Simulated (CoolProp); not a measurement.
200 sccm (0 °C, 1 atm) of nitrogen bubbles through liquid o-xylene at 360.4 K and leaves saturated at a total pressure of 0.15 MPa (ideal gas phase). Each further row changes one setting.

Values from CoolProp's reference Helmholtz-energy equation of state, Zhou 2012.

```
case                      vapour pressure (kPa)  mole fraction of vapour  delivery (mg/min)  delivery (sccm)  change of delivery for a bath 1 K warmer (%)
------------------------  ---------------------  -----------------------  -----------------  ---------------  --------------------------------------------
as stated                                  16.7                    0.112                119             25.1                                           4.3
bath temperature 365.4 K                   20.1                    0.134                147             31.0                                           4.3
total pressure 0.3 MPa                     16.7                   0.0558               56.0             11.8                                           4.0
```
